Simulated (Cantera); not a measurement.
Charge: 1 mol CH₃SiCl₃, 0.64 mol CH₄, 21 mol H₂, held at 4100 Pa.

Equilibrium computed with Cantera from the NASA thermochemical tables; the gas is ideal and each condensed phase is pure. Candidate condensed phases: C, C₆H₆, C₇H₈, C₈H₁₈, Si, SiC; 109 gas species. The feed counts by its element totals alone. The tables' values for SiCl, SiCl₃ are old estimates; treat these amounts as uncertain. Gases not in the tables: Si₂H₆ and higher silanes. The numbers say what is thermodynamically allowed, not how fast it happens.

log p: log10 of the partial pressure in bar; n: condensed amount in mol.

| T (K) | log p H₂ | log p HCl | log p H | log p Si | log p Cl | log p C₂H₂ (acetylene) | log p SiCl₂ | n C(graphite) | n SiC(s) |
|---|---|---|---|---|---|---|---|---|---|
| 1448 | -1.44 | -2.32 | -5.76 | -10.76 | -6.72 | -6.77 | -4.93 | 0.645 | 0.992 |
| 1548 | -1.44 | -2.32 | -5.23 | -9.56 | -6.20 | -6.25 | -4.73 | 0.650 | 0.988 |
| 1648 | -1.44 | -2.32 | -4.77 | -8.50 | -5.75 | -5.79 | -4.55 | 0.655 | 0.982 |
| 1748 | -1.44 | -2.32 | … | … | … | … | … | 0.659 | 0.975 |
| 1848 | -1.44 | -2.32 | -4.00 | -6.73 | -5.00 | -5.03 | -4.27 | 0.662 | 0.966 |
| 1948 | -1.44 | -2.33 | -3.67 | -5.98 | -4.68 | -4.71 | -4.15 | 0.661 | 0.955 |
| 2048 | -1.45 | -2.34 | -3.37 | -5.31 | -4.39 | -4.43 | -4.06 | 0.653 | 0.939 |
| 2148 | -1.45 | -2.35 | -3.11 | -4.70 | -4.14 | -4.17 | -3.97 | 0.640 | 0.912 |
| 2248 | -1.46 | -2.36 | -2.86 | -4.14 | -3.90 | -3.94 | -3.90 | 0.632 | 0.849 |
| 2348 | -1.47 | -2.38 | … | … | … | … | -3.85 | 0.666 | … |
| 2448 | -1.50 | -2.42 | -2.45 | -3.17 | -3.52 | -3.56 | -3.82 | 0.852 | 0.160 |

Task: Some entries are withheld; supply them.

Result: 
- 1748, log p H: -4.36
- 1748, log p Si: -7.56
- 1748, log p Cl: -5.35
- 1748, log p C₂H₂ (acetylene): -5.39
- 1748, log p SiCl₂: -4.40
- 2348, log p H: -2.64
- 2348, log p Si: -3.64
- 2348, log p Cl: -3.70
- 2348, log p C₂H₂ (acetylene): -3.73
- 2348, n SiC(s): 0.673
